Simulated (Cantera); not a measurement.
Feed: 1 mol Pb, 0.41 mol CO, 5.1 mol H2, held at 1348 K.

Cantera equilibrium calculation (NASA polynomials, part measured and part estimated; ideal gas, pure solids and liquids). Candidate condensed phases: C, C6H6, C7H8, C8H18, H2O, Pb, PbO, PbO2, Pb3O4; 113 gas species. Equilibrium is a limit: real reactors are often held back by kinetics, nucleation or transport.

Problem. Which condensed phases are stable at each of these points (P (Pa)): 10, 68, 460, 3200, 22000, 150000, 1000000?

Solution. 
```json
[
 {"P (Pa)": "10", "condensed phases": "gas only", "Pb condensed (%)": "0.0"},
 {"P (Pa)": "68", "condensed phases": "gas only", "Pb condensed (%)": "0.0"},
 {"P (Pa)": "460", "condensed phases": "gas only", "Pb condensed (%)": "0.0"},
 {"P (Pa)": "3200", "condensed phases": "Pb(l)", "Pb condensed (%)": "3.3"},
 {"P (Pa)": "22000", "condensed phases": "Pb(l)", "Pb condensed (%)": "87.8"},
 {"P (Pa)": "150000", "condensed phases": "Pb(l)", "Pb condensed (%)": "98.2"},
 {"P (Pa)": "1000000", "condensed phases": "Pb(l)", "Pb condensed (%)": "99.7"}
]
```

From 10.0 Pa to 4.60 mbar nothing is condensed. From 32.0 mbar to 10.0 bar the condensed part is Pb(l).
